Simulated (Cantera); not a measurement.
Feed: 1 mol SiHCl₃, 93 mol N₂, held at 0.410 bar.

Cantera equilibrium calculation (NASA polynomials, part measured and part estimated; ideal gas, pure solids and liquids). Candidate condensed phases: NH₄Cl, Si, Si₃N₄; 28 gas species. N₂ is the only nitrogen source here; it is nearly inert below about 1500 K, so the nitride shown seldom forms there in practice. The tables' values for SiCl₃ are old estimates; treat these amounts as uncertain. Rates play no part. All values below are at 1348 K.

Base state: N₂ 0.984, HCl 0.00983, SiCl₄ 0.00509, SiCl₃ 0.000427, H₂ 0.000390, SiCl₂ 0.000180, SiHCl₃ 1.14e-5 (mole fractions); condensed: Si₃N₄(s).

Question: What changes in the equilibrium state with this change: 0.39 mol Cl₂ added?

Answer: 
```json
[
 {"species": "N₂", "before": "0.984", "after": "0.982"},
 {"species": "HCl", "before": "0.00983", "after": "0.00989"},
 {"species": "SiCl₄", "before": "0.00509", "after": "0.00700"},
 {"species": "SiCl₃", "before": "0.000427", "after": "0.000543"},
 {"species": "SiHCl₃", "before": "1.14e-5", "after": "1.35e-5"},
 {"species": "SiCl₂", "before": "0.000180", "after": "0.000212"},
 {"species": "H₂", "before": "0.000390", "after": "0.000337"},
 {"species": "Si₃N₄(s), mol", "before": "0.154", "after": "0.0885"}
]
```
